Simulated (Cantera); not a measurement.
# Halide evaporation, hydrolysis and transport: MgCl₂ + HCl + N₂

Feed: 1 mol MgCl₂, 0.03 mol HCl, 23 mol N₂, held at 0.00638 Torr.

These are equilibrium values from Cantera (NASA tables, ideal gas, pure condensed phases), not measurements of a reactor. Candidate condensed phases: Mg, MgCl₂, NH₄Cl; 18 gas species. Equilibrium is a limit: real reactors are often held back by kinetics, nucleation or transport.

From 948 K to 1748 K nothing is condensed. The main Mg-bearing gas is MgCl₂ at 948 K and Mg at 1748 K.

```tsv
T (K)	log p N₂	log p Cl	log p MgCl₂	log p Mg
948	-5.09	-11.42	-6.45	-16.01
1048	-5.09	-10.65	-6.45	-13.41
1148	-5.09	-10.00	-6.45	-11.30
1248	-5.09	-9.31	-6.45	-9.81
1348	-5.09	-8.55	-6.45	-8.89
1448	-5.09	-7.86	-6.46	-8.18
1548	-5.09	-7.26	-6.49	-7.57
1648	-5.10	-6.75	-6.59	-7.06
1748	-5.11	-6.38	-6.90	-6.69
```
log p: log10 of the partial pressure in bar; nothing condenses.
